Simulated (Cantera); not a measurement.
An adiabatic, constant-pressure homogeneous reactor starts with 12.0 % CH4, 18.5 % O2, 69.5 % N2, equivalence ratio 1.3, at 1325 K and 0.560 bar.

Model: GRI-Mech 3.0 (53 species, 325 reactions), integrated in Cantera.

**Question.** Predict: time of steepest temperature rise; temperature at 6.00 s; equilibrium temperature; x(O2) at 6.00 s; x(CO2) at 6.00 s; x(O) at 6.00 s.

**Answer.** 
```
Property                                                             Value
---------------------------------  ---------------------------------------
time of steepest temperature rise                                  15.3 ms
temperature at 6.00 s                                               2644 K
equilibrium temperature                                             2644 K
x(O2) at 6.00 s                    0.00346 (gas-phase equilibrium 0.00346)
x(CO2) at 6.00 s                     0.0409 (gas-phase equilibrium 0.0409)
x(O) at 6.00 s                     0.00224 (gas-phase equilibrium 0.00224)
```
